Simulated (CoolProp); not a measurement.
Vapour pressure (MPa) of R1336mzz(E): the reference equation beside estimates from Tc = 130.4 °C, pc = 2.779 MPa, ω = 0.413. Clausius-Clapeyron is anchored at -31.95 °C with a constant enthalpy of vaporisation of 28.38 kJ/mol.

Computed with CoolProp (reference Helmholtz-energy equation of state, Akasaka 2023).

| T (°C) | reference | Lee-Kesler | Clausius-Clapeyron | van der Waals | Soave-Redlich-Kwong | Peng-Robinson |
|---|---|---|---|---|---|---|
| -31.95 | 0.01435 | 0.01430 | 0.01435 | 0.2362 | 0.01442 | 0.01497 |
| -28.85 | 0.01721 | 0.01714 | 0.01718 | 0.2542 | 0.01726 | 0.01784 |
| -25.75 | 0.02051 | 0.02042 | 0.02046 | 0.2731 | 0.02054 | 0.02116 |
| -22.75 | 0.02417 | 0.02407 | 0.02414 | 0.2923 | 0.02419 | 0.02484 |
| -19.65 | 0.02851 | 0.02839 | 0.02852 | 0.3131 | 0.02850 | 0.02918 |
| -16.55 | 0.03345 | 0.03332 | 0.03356 | 0.3349 | 0.03342 | 0.03412 |
| -13.55 | 0.03887 | 0.03873 | 0.03913 | 0.3569 | 0.03882 | 0.03952 |
| -10.45 | 0.04520 | 0.04505 | 0.04570 | 0.3807 | 0.04512 | 0.04582 |
| -7.35 | 0.05232 | 0.05217 | 0.05318 | 0.4054 | 0.05222 | 0.05290 |
| -4.35 | 0.06004 | 0.05990 | 0.06137 | 0.4304 | 0.05993 | 0.06057 |
| -1.25 | 0.06894 | 0.06882 | 0.07093 | 0.4573 | 0.06882 | 0.06941 |
| 1.85 | 0.07886 | 0.07876 | 0.08171 | 0.4852 | 0.07874 | 0.07924 |
| 4.85 | 0.08950 | 0.08944 | 0.09342 | 0.5133 | 0.08939 | 0.08980 |
| 7.95 | 0.1017 | 0.1016 | 0.1070 | 0.5434 | 0.1016 | 0.1018 |
| 11.05 | 0.1151 | 0.1151 | 0.1221 | 0.5746 | 0.1150 | 0.1151 |

Absolute difference from the reference over all 15 rows, mean and median: Lee-Kesler 0.3 and 0.3 %, Clausius-Clapeyron 1.9 and 1.1 %, van der Waals 826.7 and 742.3 %, Soave-Redlich-Kwong 0.2 and 0.1 %, Peng-Robinson 1.7 and 1.4 %.
